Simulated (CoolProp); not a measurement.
Vapour-liquid equilibrium of methanol (1) + m-xylene (2) at 1.02 MPa; x and y are mole fractions of (1).

Values from CoolProp's multi-fluid Helmholtz-energy mixture model, de Reuck 1993 and Zhou 2012; pair parameters Bell 2016.

| x | bubble temperature, mixture model (°C) | bubble temperature, Raoult's law (°C) | y, mixture model | y, Raoult's law |
|---|---|---|---|---|
| 0.05 | 215.6 | 230.1 | 0.425 | 0.338 |
| 0.2 | 169.3 | 194.6 | 0.777 | 0.712 |
| 0.35 | 156.4 | 175.3 | 0.842 | 0.844 |
| 0.5 | 150.7 | 162.4 | 0.871 | 0.911 |
| 0.65 | 146.6 | 152.9 | 0.896 | 0.950 |
| 0.8 | 142.7 | 145.4 | 0.928 | 0.977 |
| 0.95 | 138.7 | 139.2 | 0.978 | 0.995 |

The largest gap from Raoult's law is -25.3 K in bubble temperature, at x = 0.2. No azeotrope shows between x = 0.05 and 0.95.

The pair parameters rest on a limited set of measurements; away from them the model extrapolates. With so large a gap from Raoult's law the liquid may split in two, which this calculation doesn't test in full.
